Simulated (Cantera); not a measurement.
## Thermodynamics of metals in furnace atmospheres, feed Ti + CO2 + CO

A closed system holds: 1 mol Ti, 0.035 mol CO2, 6.1 mol CO, at 11.0 Pa.

Cantera equilibrium calculation (NASA polynomials, part measured and part estimated; ideal gas, pure solids and liquids). Candidate condensed phases: C, Ti, TiC, TiO, TiO2, Ti2O3, Ti3O5, Ti4O7; 15 gas species. Mutual solubility and eutectic melting of coexisting phases are not modelled. TiC, TiO: taken at fixed stoichiometry. Condensed phases not in the tables: solid solutions among these carbides, nitrides and lower oxides. Rates play no part.

| T (°C) | x CO | x TiO | x Ti | x CO2 | n TiC(s) | n Ti2O3(s) | n TiO(s) |
|---|---|---|---|---|---|---|---|
| 1127 | 1.000 | 1.25e-9 | 1.75e-11 | 8.28e-6 | 0.586 | 0.207 | 0 |
| 1177 | 1.000 | 8.59e-9 | 1.90e-10 | 8.01e-6 | 0.586 | 0.207 | 0 |
| 1227 | 1.000 | 5.19e-8 | 1.75e-9 | 7.76e-6 | 0.586 | 0.207 | 0 |
| 1277 | 1.000 | 2.78e-7 | 1.39e-8 | 7.54e-6 | 0.586 | 0.207 | 0 |
| 1327 | 1.000 | 1.34e-6 | 9.68e-8 | 7.34e-6 | 0.586 | 0.207 | 0 |
| 1377 | 1.000 | 5.14e-6 | 5.62e-7 | 6.72e-6 | 0.483 | 0 | 0.517 |
| 1427 | 1.000 | 1.72e-5 | 2.85e-6 | 6.01e-6 | 0.483 | 0 | 0.517 |
| 1477 | 1.000 | 5.37e-5 | 1.32e-5 | 5.41e-6 | 0.482 | 0 | 0.517 |
| 1527 | 1.000 | 0.000156 | 5.58e-5 | 4.90e-6 | 0.482 | 0 | 0.516 |
| 1577 | 0.999 | 0.000429 | 0.000218 | 4.46e-6 | 0.482 | 0 | 0.514 |
| 1627 | 0.998 | 0.00111 | 0.000791 | 4.07e-6 | 0.480 | 0 | 0.509 |
| 1677 | 0.995 | 0.00274 | 0.00268 | 3.72e-6 | 0.475 | 0 | 0.494 |
x: gas mole fraction; n: condensed amount in mol.

From 1127 °C to 1327 °C the condensed part is TiC(s) + Ti2O3(s). From 1377 °C to 1677 °C the condensed part is TiC(s) + TiO(s).
